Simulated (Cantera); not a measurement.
**Ignition delay**

Mixture: 17.2 % CH4, 0.963 % CO, 17.4 % O2, 64.5 % N2, equivalence ratio 2.0, at 0.660 bar, adiabatic and at constant volume. Ignition delay is the time to a rise of 400 K.

Cantera simulation using GRI-Mech 3.0 (53 species, 325 reactions); the numbers are that mechanism's predictions, not measurements.

```tsv
T0 (K)	delay (ms)
1150	205
1250	45.9
1350	11.8
1450	3.51
1550	1.21
1650	0.491
1750	0.229
1850	0.120
1950	0.0689
```

```json
{
  "apparent activation energy between 1750 and 1950 K": "170 kJ/mol"
}
```
